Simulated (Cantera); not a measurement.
Feed: 1 mol Si, 11 mol HCl, 6.8 mol H2, at 800 K and 81.0 mbar.

Cantera equilibrium calculation (NASA polynomials, part measured and part estimated; ideal gas, pure solids and liquids). Candidate condensed phases: Si; 19 gas species. Kinetics and transport are ignored.

Base state: H2 0.524, HCl 0.417, SiCl4 0.0595, SiHCl3 6.75e-5 (mole fractions); condensed: gas only.

**Question.** What changes in the equilibrium state with this change: temperature from 800 K to 1250 K?

**Answer.** 
```json
[
 {"species": "H2", "before": "0.524", "after": "0.518"},
 {"species": "HCl", "before": "0.417", "after": "0.422"},
 {"species": "SiCl4", "before": "0.0595", "after": "0.0536"},
 {"species": "SiCl2", "before": "<1e-9", "after": "0.000884"},
 {"species": "SiCl3", "before": "2.27e-7", "after": "0.00257"},
 {"species": "SiH2Cl2", "before": "6.20e-9", "after": "1.39e-5"},
 {"species": "SiHCl3", "before": "6.75e-5", "after": "0.00234"}
]
```
The tables' values for SiCl3 are old estimates; treat these amounts as uncertain.

**Question.** What changes in the equilibrium state with this change: HCl from 11 to 3.3 mol?

**Answer.** 
| species | before | after |
|---|---|---|
| H2 | 0.524 | 0.902 |
| SiCl4 | 0.0595 | 0.0701 |
| SiHCl3 | 6.75e-5 | 0.0245 |
| HCl | 0.417 | 0.00234 |
| SiH2Cl2 | 6.20e-9 | 0.000689 |
| SiCl3 | 2.27e-7 | 6.27e-5 |
| Si(s), mol | 0 | 0.121 |
The tables' values for SiCl3 are old estimates; treat these amounts as uncertain.
